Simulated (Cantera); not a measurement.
# Equilibrium for carbothermic reduction: Fe3O4 + C + H2

Feed: 1 mol Fe3O4, 2 mol C, 16 mol H2, held at 650 °C.

These are equilibrium values from Cantera (NASA tables, ideal gas, pure condensed phases), not measurements of a reactor. Candidate condensed phases: C, C6H6, C7H8, C8H18, Fe, Fe(CO)5, FeO, Fe(OH)2, Fe(OH)3, Fe2O3, Fe3O4, H2O; 114 gas species. The tables' stoichiometric FeO is somewhat more stable than real wüstite, so its field is too wide. FeO: taken at fixed stoichiometry. Kinetics and transport are ignored.

```tsv
P (Pa)	x H2	x CH4	x H2O	x CO	x CO2	x C2H6	x C2H4	n Fe(α)	n FeO(s)
10	0.799	1.82e-9	0.0903	0.0903	0.0208	<1e-12	<1e-12	3.00	0
52	0.799	4.92e-8	0.0903	0.0903	0.0208	<1e-12	<1e-12	3.00	0
270	0.799	1.33e-6	0.0903	0.0903	0.0208	<1e-12	<1e-12	3.00	0
1400	0.799	3.57e-5	0.0903	0.0902	0.0208	<1e-12	1.06e-12	3.00	0
7200	0.797	0.000921	0.0913	0.0895	0.0209	9.04e-11	1.38e-10	3.00	0
37000	0.776	0.0161	0.109	0.0766	0.0219	2.85e-8	8.69e-9	3.00	0
190000	0.755	0.108	0.109	0.0212	0.00626	1.30e-6	7.96e-8	1.12	1.88
1000000	0.749	0.141	0.109	0.00102	0.000302	2.26e-6	2.65e-8	0.546	2.45
```
x: gas mole fraction; n: condensed amount in mol.

From 10.0 Pa to 0.370 bar the condensed part is Fe(α). From 1.90 bar to 10.0 bar the condensed part is Fe(α) + FeO(s).
